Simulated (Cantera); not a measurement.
Charge: 1 mol MgO, 0.33 mol CH4, 0.1 mol H2, equilibrated at 1702 °C and 11.0 Pa.

Method: chemical equilibrium by Gibbs-energy minimisation in Cantera with the NASA 1993 tables (ideal gas, pure condensed phases). Candidate condensed phases: C, C6H6, C7H8, C8H18, H2O, Mg, MgCO3, MgO, Mg(OH)2; 116 gas species. The tables' values for MgH are old estimates; treat these amounts as uncertain. Kinetics and transport are ignored.

Base state: H2 0.317, Mg 0.311, CO 0.184, H2O 0.0983, H 0.0735, CO2 0.0127, OH 0.00217, MgOH 0.000382 (mole fractions); condensed: MgO(s).

Task: What changes in the equilibrium state with this change: MgO replaced by Fe3O4?

Result: 
| species | before | after |
|---|---|---|
| H2O | 0.0983 | 0.427 |
| Fe | 0 | 0.177 |
| CO2 | 0.0127 | 0.134 |
| Mg | 0.311 | 0 |
| H2 | 0.317 | 0.0648 |
| FeO | 0 | 0.0219 |
| O2 | 4.95e-5 | 0.0224 |
| OH | 0.00217 | 0.0208 |
| H | 0.0735 | 0.0332 |
| CO | 0.184 | 0.0913 |
| MgOH | 0.000382 | 0 |
| Fe(OH)2 | 0 | 0.000150 |
| MgO | 0.000114 | 0 |
| MgO(s), mol | 0.479 | 0 |
| FeO(l), mol | 0 | 2.71 |
The tables' stoichiometric FeO is somewhat more stable than real wüstite, so its field is too wide. FeO: taken at fixed stoichiometry. Further candidate phases: Fe, Fe(CO)5, FeO, Fe(OH)2, Fe(OH)3, Fe2O3, Fe3O4.
